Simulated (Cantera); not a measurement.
**CH3F + Si + H2 (fluorocarbon and chlorocarbon gases)**

Feed: 1 mol CH3F, 0.03 mol Si, a varied amount of H2, at 700 °C and 0.00133 bar.

Cantera equilibrium calculation (NASA polynomials, part measured and part estimated; ideal gas, pure solids and liquids). Candidate condensed phases: C, C6H6, C7H8, C8H18, Si, SiC; 113 gas species. Rates play no part.

| n(H2) (mol) | x H2 | x HF | x SiF4 | x CH4 | x SiHF3 | x H | x H2F2 | n C(graphite) |
|---|---|---|---|---|---|---|---|---|
| 0.53 | 0.636 | 0.352 | 0.0120 | 6.92e-5 | 2.98e-8 | 2.37e-8 | 7.16e-9 | 1.000 |
| 0.87 | 0.679 | 0.310 | 0.0106 | 7.90e-5 | 3.18e-8 | 2.45e-8 | 5.55e-9 | 1.000 |
| 1.4 | 0.730 | 0.261 | 0.00890 | 9.11e-5 | 3.42e-8 | 2.54e-8 | 3.94e-9 | 1.000 |
| 2.4 | 0.792 | 0.201 | 0.00687 | 0.000107 | 3.71e-8 | 2.65e-8 | 2.34e-9 | 1.000 |
| 3.9 | 0.845 | 0.150 | 0.00511 | 0.000122 | 3.96e-8 | 2.73e-8 | 1.30e-9 | 0.999 |
| 6.4 | 0.891 | 0.105 | 0.00358 | 0.000136 | 4.17e-8 | 2.81e-8 | 6.39e-10 | 0.999 |
| 11 | 0.930 | 0.0679 | 0.00231 | 0.000148 | 4.35e-8 | 2.87e-8 | 2.66e-10 | 0.998 |
x: gas mole fraction; n: condensed amount in mol.

From 0.53 mol H2 to 11 mol H2 the condensed part is C(graphite). The main Si-bearing gas is SiF4 throughout.
